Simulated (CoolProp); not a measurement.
The fluid at 298.15 K and 4.85 MPa is throttled through a valve to 3.32 MPa with no heat exchange. The same conditions are run with several fluids, on thermodynamics alone (safety and materials aside).

The numbers come from the reference Helmholtz-energy equation of state of each fluid (normal hydrogen: Leachman 2009; C2F6 (R116): Lemmon 2006; dry air: Lemmon 2000; carbon monoxide: Lemmon 2006; nitrogen: Span 2000) in CoolProp. Blends and air are pseudo-pure fits.

Q: Rank normal hydrogen, C2F6 (R116), dry air, carbon monoxide, nitrogen by temperature change (K), highest first.

A: normal hydrogen (+0.5), nitrogen (-2.9), dry air (-3.1), carbon monoxide (-3.3), C2F6 (R116) (-4.6)

```tsv
fluid	final phase	final density (kg/m³)
normal hydrogen	supercritical	2.64
C2F6 (R116)	supercritical	884
dry air	gas	39.5
carbon monoxide	gas	38.3
nitrogen	gas	38.1
```
